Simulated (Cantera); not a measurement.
Feed: 1 mol FeS₂, 0.44 mol H₂S, a varied amount of O₂, equilibrated at 1573.15 K and 0.133 bar.

These are equilibrium values from Cantera (NASA tables, ideal gas, pure condensed phases), not measurements of a reactor. Candidate condensed phases: Fe, FeO, Fe(OH)₂, Fe(OH)₃, FeS, FeSO₄, FeS₂, Fe₂O₃, Fe₂(SO₄)₃, Fe₃O₄, H₂O, H₂SO₄, S; 22 gas species. FeS: taken at fixed stoichiometry. The numbers say what is thermodynamically allowed, not how fast it happens.

Q: At 0.14 mol O₂, list the 4 most abundant gas species with their mole fractions, and the condensed phases.

A: S₂ 0.578, H₂O 0.196, H₂ 0.111, H₂S 0.0800. Condensed: FeS(l).
